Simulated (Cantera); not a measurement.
**CO + H2O (carbon deposition, reforming and gasification)**

Input: 1 mol CO, a varied amount of H2O, equilibrated at 1325 K and 400000 Pa.

Cantera equilibrium calculation (NASA polynomials, part measured and part estimated; ideal gas, pure solids and liquids). Candidate condensed phases: C, C6H6, C7H8, C8H18, H2O; 110 gas species. Equilibrium is a limit: real reactors are often held back by kinetics, nucleation or transport.

From 0.095 mol H2O to 2.6 mol H2O nothing is condensed. The main C-bearing gas is CO at 0.095 mol H2O and CO2 at 2.6 mol H2O.

| n(H2O) (mol) | x CO | x H2O | x CO2 | x H2 |
|---|---|---|---|---|
| 0.095 | 0.839 | 0.0123 | 0.0745 | 0.0744 |
| 0.3 | 0.613 | 0.0744 | 0.156 | 0.156 |
| 0.51 | 0.470 | 0.146 | 0.192 | 0.192 |
| 0.72 | 0.375 | 0.212 | 0.207 | 0.207 |
| 0.92 | 0.310 | 0.268 | 0.211 | 0.211 |
| 1.1 | 0.265 | 0.313 | 0.211 | 0.211 |
| 1.3 | 0.226 | 0.357 | 0.208 | 0.208 |
| 1.5 | 0.196 | 0.396 | 0.204 | 0.204 |
| 1.7 | 0.171 | 0.431 | 0.199 | 0.199 |
| 2 | 0.143 | 0.476 | 0.191 | 0.191 |
| 2.2 | 0.127 | 0.502 | 0.185 | 0.185 |
| 2.4 | 0.114 | 0.526 | 0.180 | 0.180 |
| 2.6 | 0.103 | 0.548 | 0.174 | 0.174 |
x: gas mole fraction; nothing condenses.
